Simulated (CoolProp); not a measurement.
Properties of methane at several states.

Model: reference Helmholtz-energy equation of state, Setzmann 1991, in CoolProp.

```tsv
T (°C)	p (bar)	phase	isothermal compressibility (1/MPa)	viscosity (µPa s)
-131.35	1.87	gas	[?]	[?]
49.65	10	gas	1.013	[?]
-72.65	1.36	gas	7.417	[?]
```

Question: Complete the blanks.

Answer: 
- -131.35, isothermal compressibility (1/MPa): 5.536
- -131.35, viscosity (µPa s): 5.57
- 49.65, viscosity (µPa s): 12.1
- -72.65, viscosity (µPa s): 7.88

Viscosity comes from a separate model (Quiñones-Cisneros 2006).
